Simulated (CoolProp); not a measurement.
Oxygen at several states: Z from the reference equation and from simpler models built on Tc = 154.6 K, pc = 50.46 bar, ω = 0.022; each cubic takes its own stable root.

Model: reference Helmholtz-energy equation of state, Schmidt 1985, in CoolProp. Above 300 K oxygen's equation is extrapolated.

```json
[
 {"T (K)": "96.2", "p (bar)": "3.02", "phase": "liquid", "reference": "?", "van der Waals": "?", "Peng-Robinson": "?"},
 {"T (K)": "403.9", "p (bar)": "11.3", "phase": "gas", "reference": "1.000", "van der Waals": "0.9970", "Peng-Robinson": "0.9984"},
 {"T (K)": "959.6", "p (bar)": "13.2", "phase": "gas", "reference": "1.003", "van der Waals": "1.002", "Peng-Robinson": "1.003"},
 {"T (K)": "513.5", "p (bar)": "178", "phase": "supercritical", "reference": "?", "van der Waals": "?", "Peng-Robinson": "?"}
]
```

Question: Fill in the missing entries.

Answer: 
- 96.2, reference: 0.01087
- 96.2, van der Waals: 0.9438
- 96.2, Peng-Robinson: 0.009658
- 513.5, reference: 1.046
- 513.5, van der Waals: 1.017
- 513.5, Peng-Robinson: 1.033

At some of these states van der Waals gives the other phase, because its saturation line lies elsewhere.
